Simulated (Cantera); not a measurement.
Cantera run:

```python
import numpy as np
import cantera as ct

gas_names = """
    CL CL2 Fe FeCL FeCL2 FeCL3 Fe2CL4 Fe2CL6 H HCL H2
""".split()
cond_names = """
    Fe(a) Fe(c) Fe(d) Fe(L) FeCL2(s) FeCL2(L) FeCL3(s) FeCL3(L)
""".split()


def load(file, names, dense=False):
    # The tables refer to 1 bar. Condensed volumes are neglected.
    table = {s.name: s for s in ct.Species.list_from_file(file)}
    out = []
    for n in names:
        d = dict(table[n].input_data)
        d["thermo"] = dict(d["thermo"], **{"reference-pressure": 1e5})
        if dense:
            d["equation-of-state"] = {"model": "constant-volume", "density": "1e6 g/cm^3"}
        out.append(ct.Species.from_dict(d))
    return out


gas = ct.Solution(thermo="ideal-gas", species=load("nasa_gas.yaml", gas_names))
cond = {s.name: ct.Solution(thermo="fixed-stoichiometry", species=[s], name=s.name)
        for s in load("nasa_condensed.yaml", cond_names, dense=True)}
atoms = {
    'Fe': {'Fe': 1},
    'HCl': {'H': 1, 'CL': 1},
}
top_T = {}  # K; cautious upper limits of use, not melting points


def equilibrate(T, P, feed):
    n = {}
    for name, mol in feed.items():
        for a, k in atoms[name].items():
            n[a] = n.get(a, 0.0) + k * mol
    gas.TPX = T, P, n
    mass = sum(n.values()) * gas.mean_molecular_weight
    gas.equilibrate("TP")
    valid = [c for c in cond.values() if c.min_temp <= T <= top_T.get(c.name, c.max_temp)]
    mix = ct.Mixture([(gas, mass / gas.mean_molecular_weight)] + [(c, 0.0) for c in valid])
    mix.T, mix.P = T, P
    mix.equilibrate("TP", solver="vcs", rtol=1e-11, max_steps=5000)
    return mix


results = []
feed = {'Fe': 1, 'HCl': 0.29}  # mol
P = 1000  # Pa
for T in [823, 923, 1023, 1123, 1223, 1323, 1423, 1523]:
    mix = equilibrate(T, P, feed)
    results.append((T, P, feed, dict(zip(mix.species_names, mix.species_moles))))

top = {s: max(r[3][s] / sum(r[3][g] for g in gas_names) for r in results) for s in gas_names}
cols = sorted((s for s in top if top[s] > 0.001), key=lambda s: -top[s])[:9]
seen = [c for c in cond_names if any(r[3].get(c, 0) > 1e-12 for r in results)]
print("log10 of partial pressures in bar; condensed amounts in mol")
print(f"{'T/K':>10s}" + "".join(f"{s[:9]:>10s}" for s in cols + seen))
for T, P, feed, n in results:
    ng = sum(n[g] for g in gas_names)
    print(f"{T:10.4g}" + "".join(f"{np.log10(max(n[s] / ng * P / 1e5, 1e-99)):10.3f}" for s in cols)
          + "".join(f"{n.get(c, 0):10.4g}" for c in seen))
```

Result:

```
log10 of partial pressures in bar; condensed amounts in mol
       T/K       HCL        H2     FeCL2    Fe2CL4     Fe(a)     Fe(c)  FeCL2(s)
       823    -2.359    -2.268    -3.681    -4.690    0.8968         0   0.09841
       923    -2.233    -2.666    -2.737    -3.792    0.9384         0         0
      1023    -2.277    -2.624    -2.639    -4.389    0.9313         0         0
      1123    -2.319    -2.584    -2.588    -4.935    0.9245         0         0
      1223    -2.356    -2.553    -2.555    -5.406         0    0.9189         0
      1323    -2.388    -2.530    -2.530    -5.812         0    0.9143         0
      1423    -2.417    -2.511    -2.511    -6.163         0    0.9105         0
      1523    -2.442    -2.496    -2.496    -6.469         0    0.9074         0
```

These are equilibrium values from Cantera (NASA tables, ideal gas, pure condensed phases), not measurements of a reactor.
